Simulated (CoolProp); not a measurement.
Properties of carbonyl sulfide along the isotherm 27.85 °C.

Computed with CoolProp (reference Helmholtz-energy equation of state, Lemmon 2006). It is a short technical equation, of lower accuracy than the large ones.

```
p (MPa)   phase        Z  isothermal compressibility (1/MPa)  expansivity (1/kK)
-------  ------  -------  ----------------------------------  ------------------
0.0302      gas   0.9968                               33.22               3.355
0.047       gas   0.9950                               21.38               3.374
0.0732      gas   0.9922                               13.77               3.403
0.114       gas   0.9878                               8.881               3.450
0.178       gas   0.9808                               5.730               3.525
0.276       gas   0.9700                               3.739               3.648
0.431       gas   0.9523                               2.442               3.861
0.67        gas   0.9238                               1.626               4.245
1.04        gas      ___                               1.119               5.041
1.63     liquid  0.03980                            0.004537               3.154
2.53     liquid  0.06153                            0.004346                 ___
3.94     liquid  0.09526                            0.004082               2.938
6.14     liquid   0.1472                            0.003735               2.769
9.55     liquid      ___                            0.003310               2.557
```

Question: Some entries are withheld; supply them.

Answer: 
- 1.04, Z: 0.8757
- 2.53, expansivity (1/kK): 3.064
- 9.55, Z: 0.2262
